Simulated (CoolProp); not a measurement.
A closed Brayton cycle with dry air: compressor inlet 325.15 K and 1.4 MPa, high pressure 3.04 MPa, turbine inlet 670 K, compressor efficiency 0.85, turbine efficiency 0.93, recuperator effectiveness 0.9 (on enthalpy, no pinch check). Each further row changes one setting.

Values from CoolProp's reference Helmholtz-energy equation of state, Lemmon 2000. It is a pseudo-pure fit of the blend.

```csv
case,thermal efficiency (%),net work (kJ/kg),compressor to turbine work,compressor exit (K),turbine exit (K)
as stated,21.6,30.4,0.76,420.0,551.0
turbine inlet 620 K,[?],20.9,0.82,420.0,508.8
compressor inlet 335.15 K,19.6,27.4,0.78,[?],551.0
high pressure 2.58 MPa,[?],28.0,0.72,[?],574.4
recuperator effectiveness 0.5,[?],30.4,0.76,420.0,551.0
```

Task: What belongs in the gaps?

Result: 
- turbine inlet 620 K, thermal efficiency (%): 16.4
- compressor inlet 335.15 K, compressor exit (K): 432.7
- high pressure 2.58 MPa, thermal efficiency (%): 23.1
- high pressure 2.58 MPa, compressor exit (K): 398.2
- recuperator effectiveness 0.5, thermal efficiency (%): 15.6
